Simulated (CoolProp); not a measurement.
Vapour-liquid equilibrium of ethylene (1) + propane (2) at -43.25 °C; x and y are mole fractions of (1).

The numbers come from the multi-fluid Helmholtz-energy mixture model, Smukala 2000 and Lemmon 2009; pair parameters Bell 2016 in CoolProp.

Problem. Give the bubble pressure and the first vapour's composition at x = 0.35, 0.5, 0.65. Is there an azeotrope?

Solution. x = 0.35: 5.261 bar, y = 0.860; x = 0.5: 7.020 bar, y = 0.912; x = 0.65: 8.745 bar, y = 0.945. No azeotrope shows between x = 0.05 and 0.95.

The pair parameters rest on a limited set of measurements; away from them the model extrapolates. The gap from Raoult's law changes sign with composition, which may be real or a fault of the pair parameters; it wasn't checked against measurements.
